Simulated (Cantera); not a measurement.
A freely propagating, adiabatic, planar premixed flame of CH4 : H2 : O2 : N2 = 1 : 0.036 : 1.68 : 6.32 (molar parts), equivalence ratio 1.2, unburnt at 525 K and 2.27 atm; mixture-averaged transport, grid criteria slope 0.08 and curve 0.16, no radiation.

Detailed kinetics in Cantera: GRI-Mech 3.0 (53 species, 325 reactions). Burning velocities carry a grid error of a few per cent, more on coarse grids.

Problem. What does this change do: N2 6.32 to 8.1 parts?

Solution. 
```
quantity                     before      after
------------------------  ---------  ---------
laminar burning velocity  70.2 cm/s  37.3 cm/s
thermal thickness          0.194 mm   0.309 mm
peak x(HCO)                 3.84e-5    1.45e-5
peak x(HO2)                0.000160    9.22e-5
peak x(C2H6)                0.00132    0.00101
```
